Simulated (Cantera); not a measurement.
A Cantera script and what it prints.

```python
import numpy as np
import cantera as ct

gas_names = """
    H HNO HNO2 HNO3 HO2 H2 H2O H2O2 N NH NH2 NH3 NH2OH NO NO2 NO3 N2 N2H2 N2H4 N2O O OH O2 O3 Si SiH
    SiH2 SiH3 SiH4 SiN SiO SiO2 Si2 Si2N Si3
""".split()
cond_names = """
    H2O(s) H2O(L) Si(cr) Si(L) SiO2(Lqz) SiO2(hqz) SiO2(L) Si2N2O(s) Si3N4(a)
""".split()


# ... load() reads the species with a 1 bar reference pressure and builds the phases ...
atoms = {
    'SiH4': {'Si': 1, 'H': 4},
    'N2O': {'N': 2, 'O': 1},
}
top_T = {'Si2N2O(s)': 2100, 'Si3N4(a)': 2400}  # K; cautious upper limits of use, not melting points


# ... equilibrate(T, P, feed) seeds the gas with the atoms and calls Mixture.equilibrate('TP', solver="vcs", rtol=1e-11, max_steps=5000) ...
results = []
feed = {'SiH4': 1, 'N2O': 0.16}  # mol
P = 1200  # Pa
for T in [550, 700, 850, 1000, 1150, 1300, 1450, 1600, 1750, 1900]:
    mix = equilibrate(T, P, feed)
    results.append((T, P, feed, dict(zip(mix.species_names, mix.species_moles))))
    x = sorted(zip(gas.X, gas.species_names), reverse=True)
    print(f"T = {T:g} K  P = {P:g} Pa  gas = {mix.phase_moles(0):.4g} mol")
    print("   x: " + "  ".join(f"{s} {v:.3e}" for v, s in x if v > 1e-05))
    print("   condensed (mol): " + ("  ".join(f"{mix.phase(i).name} {mix.phase_moles(i):.4g}"
          for i in range(1, mix.n_phases) if mix.phase_moles(i) > 1e-12) or "none"))
```

Result:

```
T = 550 K  P = 1200 Pa  gas = 2 mol
   x: H2 1.000e+00
   condensed (mol): Si(cr) 0.68  Si2N2O(s) 0.16
T = 700 K  P = 1200 Pa  gas = 2 mol
   x: H2 1.000e+00
   condensed (mol): Si(cr) 0.68  Si2N2O(s) 0.16  Si3N4(a) 3.248e-12
T = 850 K  P = 1200 Pa  gas = 2 mol
   x: H2 1.000e+00
   condensed (mol): Si(cr) 0.68  Si2N2O(s) 0.16
T = 1000 K  P = 1200 Pa  gas = 2 mol
   x: H2 1.000e+00
   condensed (mol): Si(cr) 0.68  Si2N2O(s) 0.16
T = 1150 K  P = 1200 Pa  gas = 2 mol
   x: H2 1.000e+00
   condensed (mol): Si(cr) 0.68  Si2N2O(s) 0.16
T = 1300 K  P = 1200 Pa  gas = 2 mol
   x: H2 1.000e+00  H 1.010e-05
   condensed (mol): Si(cr) 0.68  Si2N2O(s) 0.16
T = 1450 K  P = 1200 Pa  gas = 2.001 mol
   x: H2 9.996e-01  N2 1.710e-04  SiO 1.710e-04  H 8.632e-05
   condensed (mol): Si(cr) 0.6803  Si2N2O(s) 0.1597
T = 1600 K  P = 1200 Pa  gas = 2.017 mol
   x: H2 9.911e-01  N2 4.182e-03  SiO 4.182e-03  H 4.941e-04
   condensed (mol): Si(cr) 0.6884  Si2N2O(s) 0.1516
T = 1750 K  P = 1200 Pa  gas = 2.286 mol
   x: H2 8.738e-01  SiO 6.201e-02  N2 6.201e-02  H 1.985e-03  Si 1.251e-04  SiH2 1.820e-05  SiH 1.695e-05
   condensed (mol): Si(L) 0.8214  Si2N2O(s) 0.01823
T = 1900 K  P = 1200 Pa  gas = 2.33 mol
   x: H2 8.548e-01  SiO 6.866e-02  N2 6.865e-02  H 6.697e-03  Si 1.051e-03  SiH 9.237e-05  SiH2 4.984e-05  Si2N 1.461e-05  SiN 1.010e-05
   condensed (mol): Si(L) 0.8371
```

Method: chemical equilibrium by Gibbs-energy minimisation in Cantera with the NASA 1993 tables (ideal gas, pure condensed phases). Mutual solubility and eutectic melting of coexisting phases are not modelled. The tables' values for SiN are old estimates; treat these amounts as uncertain. Gases not in the tables: Si2H6 and higher silanes.
